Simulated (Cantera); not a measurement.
Input: 1 mol SiH2Cl2, 2.6 mol NH3, 46 mol H2, held at 1748 K and 0.0170 bar.

These are equilibrium values from Cantera (NASA tables, ideal gas, pure condensed phases), not measurements of a reactor. Candidate condensed phases: NH4Cl, Si, Si3N4; 28 gas species. The tables' values for SiCl are old estimates; treat these amounts as uncertain. Gases not in the tables: Si2H6 and higher silanes. The numbers say what is thermodynamically allowed, not how fast it happens.

Base state: H2 0.940, HCl 0.0307, N2 0.0244, SiCl2 0.00335, H 0.00170, Si 8.56e-5, Cl 4.29e-5, SiCl 4.21e-5 (mole fractions); condensed: Si(l).

Question: What changes in the equilibrium state with this change: NH3 from 2.6 to 0.31 mol?

Answer: 
```csv
species,before,after
H2,0.940,0.958
HCl,0.0307,0.0333
SiCl2,0.00335,0.00385
N2,0.0244,0.00318
SiCl3,8.85e-6,1.09e-5
Cl,4.29e-5,4.60e-5
SiCl,4.21e-5,4.51e-5
SiH2,1.93e-5,1.97e-5
H,0.00170,0.00171
"Si(l), mol",0.812,0.804
```
The tables' values for SiCl, SiCl3 are old estimates; treat these amounts as uncertain.
